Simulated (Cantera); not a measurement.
A closed system holds: 1 mol CS2, 0.0074 mol SO2, 2.9 mol H2, 0.035 mol H2O, at 2048 K and 2.20 bar.

Cantera equilibrium calculation (NASA polynomials, part measured and part estimated; ideal gas, pure solids and liquids). Candidate condensed phases: C, C6H6, C7H8, C8H18, H2O, H2SO4, S; 123 gas species. Kinetics and transport are ignored.

Q: What is the equilibrium state?

A: 
| Quantity | Result |
|---|---|
| x(H2) | 0.658 |
| x(CS2) | 0.158 |
| x(H2S) | 0.0989 |
| x(S2) | 0.0381 |
| x(CS) | 0.0191 |
| x(CO) | 0.0129 |
| x(SH) | 0.0126 |
| x(H) | 0.00122 |
| x(C2H2 (acetylene)) | 0.000689 |
| n(C(graphite)) | 0.264 mol |
| gas amount | 3.837 mol |
| log10 activity of S(l) (absent) | -2.14 |
